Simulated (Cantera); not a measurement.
Standard-state values (1 bar) from the NASA 1993 polynomials, evaluated with Cantera. Values are per mole of reaction as written; species without (g) are pure solids or liquids, kept so even where they would boil at 1 bar.

2 CS2(g) + Si(g) = SiC2(g) + 4 S

```tsv
T (K)	ΔH° (kJ)	ΔS° (J/K)	ΔG° (kJ)	log10 K	condensed phases
300	(withheld)	(withheld)	(withheld)	(withheld)	S(s)
573	(withheld)	(withheld)	(withheld)	(withheld)	S(l)
598	-41.4	-215.9	87.7	-7.66	S(l)
623	(withheld)	(withheld)	(withheld)	(withheld)	S(l)
648	-38.4	-211.1	98.4	-7.93	S(l)
673	(withheld)	(withheld)	(withheld)	(withheld)	S(l)
698	-36.0	-207.5	108.9	-8.15	S(l)
723	-34.9	-206.0	114.0	-8.24	S(l)
```

### Question
Fill in the missing entries.

### Answer

- 300, ΔH° (kJ): -68.8
- 300, ΔS° (J/K): -278.8
- 300, ΔG° (kJ): 14.9
- 300, log10 K: -2.59
- 573, ΔH° (kJ): -43.1
- 573, ΔS° (J/K): -218.9
- 573, ΔG° (kJ): 82.3
- 573, log10 K: -7.50
- 623, ΔH° (kJ): -39.8
- 623, ΔS° (J/K): -213.3
- 623, ΔG° (kJ): 93.1
- 623, log10 K: -7.81
- 673, ΔH° (kJ): -37.1
- 673, ΔS° (J/K): -209.2
- 673, ΔG° (kJ): 103.7
- 673, log10 K: -8.05
